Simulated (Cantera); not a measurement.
A perfectly stirred reactor is fed with H₂ : O₂ : N₂ = 0.13 : 1 : 0.35 (molar parts), equivalence ratio 0.065, at 5.78 Torr; it is held at 1425 K, and followed from long to short residence time.

Detailed kinetics in Cantera: GRI-Mech 3.0 (53 species, 325 reactions). Radical loss at walls, strong at low pressure, is not modelled. The temperature is held fixed by assumption; the heat of reaction is taken as removed at once.

Predict: x(H₂) at τ = 6.00 s; x(O₂) at τ = 6.00 s; x(H₂O₂) at τ = 6.00 s; x(H) at τ = 6.00 s; x(H₂) at τ = 0.120 s; x(O₂) at τ = 0.120 s; x(H₂O₂) at τ = 0.120 s; x(H) at τ = 0.120 s.


```json
{
  "x(H₂) at τ = 6.00 s": "0.000267",
  "x(O₂) at τ = 6.00 s": "0.656",
  "x(H₂O₂) at τ = 6.00 s": "2.10e-8",
  "x(H) at τ = 6.00 s": "0.000375",
  "x(H₂) at τ = 0.120 s": "0.00212",
  "x(O₂) at τ = 0.120 s": "0.629",
  "x(H₂O₂) at τ = 0.120 s": "4.44e-8",
  "x(H) at τ = 0.120 s": "0.00898"
}
```
